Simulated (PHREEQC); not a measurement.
## Acid rinse or clean: an equilibrium model

Dissolve 0.0088 mol H2SO4, 0.12 mol AlCl3 and 0.0056 mol KCl per kg of water at 13 °C. Closed to the air; pH follows from the charge balance.

Equilibrium calculation in PHREEQC: ion-association model, phreeqc.dat.

This is a speciation only: nothing precipitates in the calculation.

Question: What pH, activity of water does the model give?

Answer: pH 1.88; activity of water 0.991.

Question: In which forms is Al present?

Answer: Al+3 94 %, AlSO4+ 6.1 % of the Al.

Caution: at this ionic strength the ion-association model is outside its range; a Pitzer model would be the better tool where its parameters exist. Species that the database lacks are ignored. Constants without temperature data keep their 25 °C values here.
